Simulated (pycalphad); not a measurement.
# Phase fractions of Hf-0.6483C (wt.%)

All values are pycalphad results on the COST 507 light-alloy database (1999) (1 atm), not direct measurements. The data set is of 1999 and partly superseded. Phase fractions are per mole of atoms. Diffusion is slow at the low end, where real alloys seldom reach equilibrium.

```csv
T (°C),liquid,fcc,hcp
2777,1.000,-,-
2677,0.982,0.018,-
2577,0.950,0.050,-
2477,0.922,0.078,-
2377,0.897,0.103,-
2277,-,-,1.000
1927,-,?,?
1827,-,0.033,0.967
1727,-,?,?
1627,-,0.071,0.929
1527,-,0.086,0.914
1427,-,0.100,0.900
1327,-,0.112,0.888
1227,-,0.124,0.876
1127,-,0.134,0.866
1027,-,0.144,0.856
927,-,0.153,0.847
827,-,0.162,0.838
727,-,0.171,0.829
627,-,0.179,0.821
527,-,0.186,0.814
427,-,0.194,0.806
327,-,0.201,0.799
227,-,0.208,0.792
```

Complete the blanks.


- 1927, fcc: 0.009
- 1927, hcp: 0.991
- 1727, fcc: 0.053
- 1727, hcp: 0.947

The fcc model also describes the rock-salt carbide or nitride (TiC, TiN, HfC).
